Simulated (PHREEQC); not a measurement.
0.41 g of hydrous ferric oxide (600 m²/g; 0.2 weak and 0.005 strong sites per Fe, Dzombak-Morel constants, diffuse double layer) in 1 kg of water with 0.3 mol/kgw of an inert sodium salt and 0.0019 mmol/kgw CaCl2 and 0.01 mmol/kgw ZnCl2, at 25 °C; the pH is set by adding NaOH or the inert anion's acid. Oxygen alone is held at its pressure in air (log pO2 = -0.68). The system is closed to CO2. Nothing may precipitate in this run.

The series has 17 steps of pH, from 3 to 11.

Computed with PHREEQC (ion-association model, wateq4f.dat).

Question: Near which pH is half of the Ca sorbed, and on which side is more sorbed?

Answer: Near pH 8.5, with more sorbed at higher pH.

Question: Near which pH is half of the Zn sorbed, and on which side is more sorbed?

Answer: Near pH 5.9, with more sorbed at higher pH.

The oxide is taken as insoluble; below pH 4 it would dissolve.
